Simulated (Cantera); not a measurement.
Feed: 1 mol Cu, 0.11 mol CO₂, 5.6 mol N₂, held at 1623.15 K.

Equilibrium computed with Cantera from the NASA thermochemical tables; the gas is ideal and each condensed phase is pure. Candidate condensed phases: C, Cu, CuO, Cu₂O; 27 gas species. The numbers say what is thermodynamically allowed, not how fast it happens.

### Question
Which condensed phases are stable at each of these points (P (Pa)): 10, 120, 1600, 19000, 240000, 3000000?

### Answer
```csv
P (Pa),condensed phases,Cu condensed (%)
10,gas only,0.0
120,Cu(l),72.2
1600,Cu(l),98.0
19000,Cu(l),99.8
240000,Cu(l),100.0
3000000,Cu(l),100.0
```

At 10.0 Pa nothing is condensed. From 120 Pa to 3000000 Pa the condensed part is Cu(l).
